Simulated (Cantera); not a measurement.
Input: 1 mol NaCl, 6 mol H2, at 2050 K and 0.000200 bar.

Equilibrium computed with Cantera from the NASA thermochemical tables; the gas is ideal and each condensed phase is pure. Candidate condensed phases: Na, NaCl; 10 gas species. The numbers say what is thermodynamically allowed, not how fast it happens.

Base state: H2 0.662, H 0.131, Na 0.0801, HCl 0.0699, NaCl 0.0470, Cl 0.0102 (mole fractions); condensed: gas only.

### Question
What changes in the equilibrium state with this change: pressure from 0.000200 bar to 6.50e-5 bar?

### Answer
| species | before | after |
|---|---|---|
| H2 | 0.662 | 0.578 |
| H | 0.131 | 0.214 |
| Na | 0.0801 | 0.0884 |
| NaCl | 0.0470 | 0.0315 |
| Cl | 0.0102 | 0.0190 |
| HCl | 0.0699 | 0.0694 |
